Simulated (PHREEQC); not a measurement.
Make-up at 25 °C: 0.13 mol NaHSO4, 0.0001 mol NH3 and 0.24 mol LiCl per kg of water. Closed to the air; pH follows from the charge balance.

The numbers come from PHREEQC with the ion-association model, wateq4f.dat.

```
quantity                   before   after
------------------------  -------  ------
pH                           1.32    1.30
ionic strength (mol/kgw)    0.462   0.454
HSO4- (mol/kgw)            0.0676  0.0646
NH4+ (mol/kgw)            8.82e-5   0.116
NH4SO4- (mol/kgw)         1.18e-5  0.0142
```

Which change was made?
A. NH3 from 0.0001 to 9e-05 mol/kgw
B. temperature from 25 to 40 °C
C. NaHSO4 replaced by NH4HSO4 at the same molality
D. temperature from 25 to 35 °C
E. LiCl from 0.24 to 0.024 mol/kgw

C, NaHSO4 replaced by NH4HSO4 at the same molality

This is a speciation only: nothing precipitates in the calculation.
